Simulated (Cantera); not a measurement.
# B + N2 (boron, boron nitride and boron oxide)

Input: 1 mol B, 36 mol N2.

Equilibrium computed with Cantera from the NASA thermochemical tables; the gas is ideal and each condensed phase is pure. Candidate condensed phases: B, BN; 5 gas species. N2 is the only nitrogen source here; it is nearly inert below about 1500 K, so the nitride shown seldom forms there in practice. Equilibrium is a limit: real reactors are often held back by kinetics, nucleation or transport.

Problem. Map the stable condensed phases over T = 923, 1073, 1223, 1373, 1523, 1673, 1823, 1973, 2123, 2273, 2423 K and P in Pa = 10, 28, 77, 220, 600, 1700, 4600, 13000, 36000, 100000.

Solution. 
```
T in K \ P in Pa
             10     28     77    220    600   1700   4600  13000  36000 100000
   2423       A      A      A      B      B      B      C      C      C      C
   2273       A      B      B      B      C      C      C      C      C      C
   2123       B      B      C      C      C      C      C      C      C      C
   1973       C      C      C      C      C      C      C      C      C      C
   1823       C      C      C      C      C      C      C      C      C      C
   1673       C      C      C      C      C      C      C      C      C      C
   1523       C      C      C      C      C      C      C      C      C      C
   1373       C      C      C      C      C      C      C      C      C      C
   1223       C      C      C      C      C      C      C      C      C      C
   1073       C      C      C      C      C      C      C      C      C      C
    923       C      C      C      C      C      C      C      C      C      C
```
A: gas only; B: B; C: BN.
